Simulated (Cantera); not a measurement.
A perfectly stirred reactor is fed with NO : N2 = 1 : 2.1 (molar parts), at 20000 Pa; it is held at 1675 K, and followed from long to short residence time.

Detailed kinetics in Cantera: GRI-Mech 3.0 (53 species, 325 reactions).

| quantity | before | after |
|---|---|---|
| x(NO) at τ = 21.0 s | 0.273 | 0.266 |
| x(O2) at τ = 21.0 s | 0.0248 | 0.0282 |
| x(N2O) at τ = 21.0 s | 2.69e-5 | 2.56e-5 |
| x(O) at τ = 21.0 s | 1.30e-5 | 1.25e-5 |
| x(NO2) at τ = 21.0 s | 0.000142 | 0.000162 |
| x(NO) at τ = 68.0 ms | 0.322 | 0.322 |
| x(O2) at τ = 68.0 ms | 6.54e-5 | 8.20e-5 |
| x(N2O) at τ = 68.0 ms | 2.77e-5 | 2.91e-5 |
| x(O) at τ = 68.0 ms | 3.77e-6 | 3.50e-6 |
| x(NO2) at τ = 68.0 ms | 4.10e-5 | 4.67e-5 |

**Question.** What was changed between the two runs?
A) pressure from 20000 Pa to 24000 Pa
B) pressure from 20000 Pa to 100000 Pa
C) temperature 1675 to 1775 K
D) N2 2.1 to 1.1 parts

**Answer.** A, pressure from 20000 Pa to 24000 Pa
